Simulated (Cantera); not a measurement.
An isothermal, constant-pressure homogeneous reactor starts with 72.5 % NO, 27.5 % N2, at 2100 K and 750 Torr.

Detailed kinetics in Cantera: GRI-Mech 3.0 (53 species, 325 reactions).

x: mole fraction; the columns are a selection and need not sum to one.

```
t (s)       x NO      x O2       x O     x N2O     x NO2   x N2
--------  ------  --------  --------  --------  --------  -----
6.00e-6    0.725   3.52e-8   6.42e-6         ?   9.84e-7  0.275
1.65e-5    0.725   2.43e-7   1.49e-5         ?   5.86e-6  0.275
4.52e-5    0.725   1.73e-6   3.25e-5         ?   2.71e-5  0.275
0.000124   0.724   1.61e-5   7.67e-5         ?   9.49e-5  0.275
0.000340   0.724  0.000173  0.000155         ?  0.000221  0.276
0.000933   0.722  0.000993  0.000187  0.000254  0.000272  0.277
0.00256    0.717   0.00342  0.000200  0.000253  0.000292  0.279
0.00703    0.703    0.0101  0.000230  0.000242  0.000336  0.286
0.0193     0.667    0.0282  0.000295         ?  0.000421  0.304
0.0529     0.574    0.0744  0.000418         ?  0.000528  0.350
0.145      0.382     0.170  0.000595         ?  0.000511  0.446
0.398      0.145     0.289  0.000757         ?  0.000250  0.565
1.09      0.0312     0.346  0.000824         ?   5.89e-5  0.622
3.00      0.0124     0.356  0.000834         ?   2.38e-5  0.631
```

**Question.** Some entries are withheld; supply them.

**Answer.** 
- 6.00e-6, x N2O: 7.21e-6
- 1.65e-5, x N2O: 1.93e-5
- 4.52e-5, x N2O: 4.98e-5
- 0.000124, x N2O: 0.000115
- 0.000340, x N2O: 0.000208
- 0.0193, x N2O: 0.000214
- 0.0529, x N2O: 0.000154
- 0.145, x N2O: 6.53e-5
- 0.398, x N2O: 9.42e-6
- 1.09, x N2O: 9.22e-7
- 3.00, x N2O: 5.90e-7
